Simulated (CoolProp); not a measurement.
Vapour-liquid equilibrium of CHF3 (R23) (1) + R152A (2) at 202.7 K; x and y are mole fractions of (1).

Computed with CoolProp (multi-fluid Helmholtz-energy mixture model, Penoncello 2003 and Outcalt 1996; pair parameters Bell 2016).

```tsv
x	bubble pressure, mixture model (bar)	bubble pressure, Raoult's law (bar)	y, mixture model	y, Raoult's law
0.05	0.1486	0.1650	0.523	0.574
0.15	0.3068	0.3470	0.792	0.819
0.25	0.4758	0.5289	0.881	0.895
0.35	0.6535	0.7109	0.924	0.932
0.45	0.8378	0.8928	0.950	0.954
0.55	1.027	1.075	0.967	0.969
0.65	1.218	1.257	0.978	0.979
0.75	1.411	1.439	0.986	0.987
0.85	1.603	1.621	0.993	0.993
0.95	1.796	1.803	0.998	0.998
```

The largest gap from Raoult's law is -11.6 % in bubble pressure, at x = 0.15. No azeotrope shows between x = 0.05 and 0.95.

Pair parameters are fitted to limited data, so mixtures are less certain than the pure fluids.
